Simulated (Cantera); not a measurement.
Feed: 1 mol SiCl4, 0.13 mol HCl, 27 mol H2, equilibrated at 1373.15 K.

Method: chemical equilibrium by Gibbs-energy minimisation in Cantera with the NASA 1993 tables (ideal gas, pure condensed phases). Candidate condensed phases: Si; 19 gas species. The tables' values for SiCl3 are old estimates; treat these amounts as uncertain. Equilibrium is a limit: real reactors are often held back by kinetics, nucleation or transport.

x: gas mole fraction; n: condensed amount in mol.

```json
[
 {"P (Pa)": "100", "x H2": "0.885", "x HCl": "0.0888", "x SiCl2": "0.0257", "x SiHCl3": "2.48e-5", "x SiCl4": "___", "n Si(s)": "0.237"},
 {"P (Pa)": "230", "x H2": "0.885", "x HCl": "0.0884", "x SiCl2": "0.0254", "x SiHCl3": "5.62e-5", "x SiCl4": "___", "n Si(s)": "0.236"},
 {"P (Pa)": "540", "x H2": "0.886", "x HCl": "0.0877", "x SiCl2": "0.0250", "x SiHCl3": "0.000128", "x SiCl4": "___", "n Si(s)": "0.234"},
 {"P (Pa)": "1300", "x H2": "0.887", "x HCl": "0.0863", "x SiCl2": "0.0242", "x SiHCl3": "0.000295", "x SiCl4": "___", "n Si(s)": "0.230"},
 {"P (Pa)": "2900", "x H2": "0.889", "x HCl": "0.0842", "x SiCl2": "0.0230", "x SiHCl3": "0.000610", "x SiCl4": "___", "n Si(s)": "0.225"},
 {"P (Pa)": "6800", "x H2": "0.892", "x HCl": "0.0807", "x SiCl2": "0.0210", "x SiHCl3": "0.00125", "x SiCl4": "___", "n Si(s)": "0.216"},
 {"P (Pa)": "16000", "x H2": "0.897", "x HCl": "0.0754", "x SiCl2": "0.0182", "x SiHCl3": "0.00239", "x SiCl4": "___", "n Si(s)": "0.202"},
 {"P (Pa)": "37000", "x H2": "0.903", "x HCl": "0.0685", "x SiCl2": "0.0149", "x SiHCl3": "0.00411", "x SiCl4": "___", "n Si(s)": "0.179"},
 {"P (Pa)": "86000", "x H2": "0.910", "x HCl": "0.0603", "x SiCl2": "0.0115", "x SiHCl3": "0.00648", "x SiCl4": "___", "n Si(s)": "0.145"},
 {"P (Pa)": "200000", "x H2": "0.917", "x HCl": "0.0516", "x SiCl2": "0.00836", "x SiHCl3": "0.00939", "x SiCl4": "___", "n Si(s)": "0.0978"}
]
```

Q: Some entries are withheld; supply them.

A: 
- 100, x SiCl4: 3.93e-5
- 230, x SiCl4: 8.86e-5
- 540, x SiCl4: 0.000201
- 1300, x SiCl4: 0.000453
- 2900, x SiCl4: 0.000913
- 6800, x SiCl4: 0.00179
- 16000, x SiCl4: 0.00317
- 37000, x SiCl4: 0.00493
- 86000, x SiCl4: 0.00679
- 200000, x SiCl4: 0.00835
